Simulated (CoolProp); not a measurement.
Vapour-liquid equilibrium of R143a (1) + dimethyl ether (2) at 0.162 bar; x and y are mole fractions of (1).

The numbers come from the multi-fluid Helmholtz-energy mixture model, Lemmon and Jacobsen 2000 and Wu 2011; pair parameters Bell 2016 in CoolProp.

| x | bubble temperature, mixture model (K) | bubble temperature, Raoult's law (K) | y, mixture model | y, Raoult's law |
|---|---|---|---|---|
| 0.05 | 210.8 | 211.4 | 0.176 | 0.149 |
| 0.125 | 208.0 | 209.0 | 0.365 | 0.326 |
| 0.2 | 205.7 | 206.9 | 0.498 | 0.462 |
| 0.275 | 203.8 | 205.1 | 0.596 | 0.570 |
| 0.35 | 202.2 | 203.4 | 0.672 | 0.656 |
| 0.425 | 200.8 | 201.9 | 0.733 | 0.727 |
| 0.5 | 199.6 | 200.5 | 0.783 | 0.784 |
| 0.575 | 198.5 | 199.2 | 0.826 | 0.833 |
| 0.65 | 197.5 | 198.1 | 0.863 | 0.874 |
| 0.725 | 196.5 | 197.0 | 0.897 | 0.908 |
| 0.8 | 195.7 | 196.0 | 0.927 | 0.938 |
| 0.875 | 194.9 | 195.0 | 0.956 | 0.964 |
| 0.95 | 194.1 | 194.1 | 0.983 | 0.987 |

The largest gap from Raoult's law is -1.3 K in bubble temperature, at x = 0.275. No azeotrope shows between x = 0.05 and 0.95.

Pair parameters are fitted to limited data, so mixtures are less certain than the pure fluids.
